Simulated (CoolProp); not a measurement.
Vapour-liquid equilibrium of R22 (1) + R134a (2) at 240.4 K; x and y are mole fractions of (1).

Values from CoolProp's multi-fluid Helmholtz-energy mixture model, Kamei 1995 and Tillner-Roth 1994; pair parameters Bell 2016.

```
x     bubble pressure, mixture model (kPa)  bubble pressure, Raoult's law (kPa)  y, mixture model  y, Raoult's law
----  ------------------------------------  -----------------------------------  ----------------  ---------------
0.05                                 78.73                                77.50             0.106            0.094
0.2                                  91.93                                88.27             0.346            0.330
0.35                                 103.7                                99.04             0.520            0.515
0.5                                  114.4                                109.8             0.656            0.663
0.65                                 124.3                                120.6             0.771            0.785
0.8                                  133.7                                131.3             0.874            0.887
0.95                                 142.7                                142.1             0.969            0.974
```

The largest gap from Raoult's law is +4.7 % in bubble pressure, at x = 0.35. No azeotrope shows between x = 0.05 and 0.95.

The pair parameters rest on a limited set of measurements; away from them the model extrapolates.
